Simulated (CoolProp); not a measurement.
Vapour-liquid equilibrium of cyclopentane (1) + octamethylcyclotetrasiloxane (D4) (2) at 3.36 bar; x and y are mole fractions of (1).

Values from CoolProp's multi-fluid Helmholtz-energy mixture model, Gedanitz 2015 and Thol 2015; pair parameters Bell 2016.

| x | bubble temperature, mixture model (K) | bubble temperature, Raoult's law (K) | y, mixture model | y, Raoult's law |
|---|---|---|---|---|
| 0.05 | 491.6 | 478.5 | 0.212 | 0.427 |
| 0.2 | 456.8 | 433.6 | 0.670 | 0.839 |
| 0.35 | 427.4 | 409.1 | 0.873 | 0.937 |
| 0.5 | 405.2 | 393.3 | 0.951 | 0.972 |
| 0.65 | 388.6 | 381.9 | 0.982 | 0.987 |
| 0.8 | 376.1 | 373.3 | 0.994 | 0.995 |
| 0.95 | 366.7 | 366.3 | 0.999 | 0.999 |

The largest gap from Raoult's law is +23.2 K in bubble temperature, at x = 0.2. No azeotrope shows between x = 0.05 and 0.95.

Pair parameters are fitted to limited data, so mixtures are less certain than the pure fluids. With so large a gap from Raoult's law the liquid may split in two, which this calculation doesn't test in full.
